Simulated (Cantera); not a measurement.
A Cantera script and what it prints.

```python
import numpy as np
import cantera as ct

gas_names = [...]  # 49 gases of nasa_gas.yaml made of B, Cl, H, O, Si
cond_names = """
    B(b) B(L) B2O3(L) B3O3H3(cr) H2O(s) H2O(L) Si(cr) Si(L) SiO2(Lqz) SiO2(hqz) SiO2(L)
""".split()


# ... load() reads the species with a 1 bar reference pressure and builds the phases ...
atoms = {
    'SiO2': {'Si': 1, 'O': 2},
    'BCl3': {'B': 1, 'CL': 3},
    'H2': {'H': 2},
    'Cl2': {'CL': 2},
}
top_T = {}  # K; cautious upper limits of use, not melting points


# ... equilibrate(T, P, feed) seeds the gas with the atoms and calls Mixture.equilibrate('TP', solver="vcs", rtol=1e-11, max_steps=5000) ...
results = []
feed = {'SiO2': 1, 'BCl3': 7.1, 'H2': 4.8, 'Cl2': 13}  # mol
T = 975  # K
P = 1000  # Pa
mix = equilibrate(T, P, feed)
results.append((T, P, feed, dict(zip(mix.species_names, mix.species_moles))))
x = sorted(zip(gas.X, gas.species_names), reverse=True)
print(f"T = {T:g} K  P = {P:g} Pa  gas = {mix.phase_moles(0):.4g} mol")
print("   x: " + "  ".join(f"{s} {v:.3e}" for v, s in x if v > 1e-05))
print("   condensed (mol): " + ("  ".join(f"{mix.phase(i).name} {mix.phase_moles(i):.4g}"
      for i in range(1, mix.n_phases) if mix.phase_moles(i) > 1e-12) or "none"))
```

Output:

```
T = 975 K  P = 1000 Pa  gas = 24.59 mol
   x: HCL 3.905e-01  CL2 3.328e-01  BCL3 2.074e-01  SiCL4 4.067e-02  B3O3CL3 2.712e-02  CL 1.527e-03
   condensed (mol): none
```

Equilibrium computed with Cantera from the NASA thermochemical tables; the gas is ideal and each condensed phase is pure.
